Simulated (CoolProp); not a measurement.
A single-stage vapour-compression cycle with R227EA: evaporating at 254.15 K (dew point), condensing at 276.15 K (bubble point), superheat 5 K, subcooling 8 K, compressor efficiency 0.7, no pressure losses. Each further row changes one setting.

Values from CoolProp's reference Helmholtz-energy equation of state, Lemmon 2016.

```tsv
case	cooling COP	pressure ratio	discharge temperature (K)	refrigerating effect (kJ/kg)	volumetric capacity (kJ/m³)
as stated	7.82	2.42	282.3	121	902
evaporating temperature 259.15 K	10.6	1.95	281.8	125	(withheld)
condensing temperature 271.15 K	(withheld)	(withheld)	(withheld)	127	943
subcooling 13 K	(withheld)	2.42	282.3	127	943
superheat 15 K	7.94	2.42	292.5	129	918
compressor efficiency 0.6	6.70	2.42	285.5	121	902
```

Task: Fill in the missing entries.

Result: 
- evaporating temperature 259.15 K, volumetric capacity (kJ/m³): 1140
- condensing temperature 271.15 K, cooling COP: 10.4
- condensing temperature 271.15 K, pressure ratio: 2.01
- condensing temperature 271.15 K, discharge temperature (K): 277.3
- subcooling 13 K, cooling COP: 8.17
